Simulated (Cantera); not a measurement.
Feed: 1 mol C₂H₆, 0.073 mol NH₃, 0.49 mol H₂, 1.3 mol O₂, at 1975 K and 0.000120 bar.

Cantera equilibrium calculation (NASA polynomials, part measured and part estimated; ideal gas, pure solids and liquids). Candidate condensed phases: C, C₆H₆, C₇H₈, C₈H₁₈, H₂O; 136 gas species. Kinetics and transport are ignored.

Base state: H₂ 0.480, CO 0.326, H₂O 0.0869, H 0.0865, CO₂ 0.0131, N₂ 0.00619, OH 0.00149, O 0.000198 (mole fractions); condensed: gas only.

Task: What changes in the equilibrium state with this change: temperature from 1975 K to 2550 K?

Result: 
| species | before | after |
|---|---|---|
| H | 0.0865 | 0.662 |
| CO | 0.326 | 0.216 |
| H₂ | 0.480 | 0.0541 |
| O | 0.000198 | 0.0525 |
| H₂O | 0.0869 | 0.00245 |
| CO₂ | 0.0131 | 0.00154 |
| O₂ | 1.55e-5 | 0.000972 |
| NO | 5.44e-6 | 0.000120 |
| OH | 0.00149 | 0.00658 |
| N₂ | 0.00619 | 0.00390 |
